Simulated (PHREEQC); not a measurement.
Make-up at 20 °C and 10 atm: 0.11 mol MgCl2 and 0.023 mol NaHCO3 per kg of water. Closed to the air; pH follows from the charge balance.

The numbers come from PHREEQC with the ion-association model, phreeqc.dat.

```json
[
 {"quantity": "pH", "before": "7.62", "after": "6.52"},
 {"quantity": "ionic strength (mol/kgw)", "before": "0.339", "after": "0.330"}
]
```

Problem. What was changed between the two runs?
A) diluted 2-fold with water
B) 0.17 mol/kgw BaBr2 added
C) NaHCO3 left out
D) MgCl2 left out
E) temperature from 20 to 55 °C

Solution. C, NaHCO3 left out

No solid was allowed to form.
